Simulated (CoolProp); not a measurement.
Saturation properties of carbon dioxide (Tc = 304.1 K, pc = 7377 kPa, ω = 0.224).

Model: reference Helmholtz-energy equation of state, Span 1996, in CoolProp.

| T (K) | p (kPa) | liquid density (kg/m³) | enthalpy of vaporisation (kJ/kg) | surface tension (mN/m) | vapour viscosity (µPa s) |
|---|---|---|---|---|---|
| 241.9 | 1369 | 1081 | 306.0 | 10.8 | 12.2 |
| 245.7 | 1554 | 1065 | 298.3 | 9.94 | 12.5 |
| 249.6 | 1763 | 1048 | 290.2 | 9.11 | 12.7 |
| 253.4 | 1985 | 1031 | 281.9 | 8.32 | 12.9 |
| 257.3 | 2234 | 1012 | 272.9 | 7.53 | 13.2 |
| 261.1 | 2497 | 993.4 | 263.8 | 6.77 | 13.5 |
| 264.9 | 2783 | 973.8 | 254.1 | 6.03 | 13.8 |
| 268.8 | 3101 | 952.6 | 243.5 | 5.29 | 14.1 |
| 272.6 | 3435 | 930.7 | 232.5 | 4.58 | 14.5 |
| 276.5 | 3804 | 906.7 | 220.4 | 3.88 | 14.9 |

Viscosity comes from a separate model (Laesecke 2017). Surface tension comes from a separate correlation (Mulero 2012).
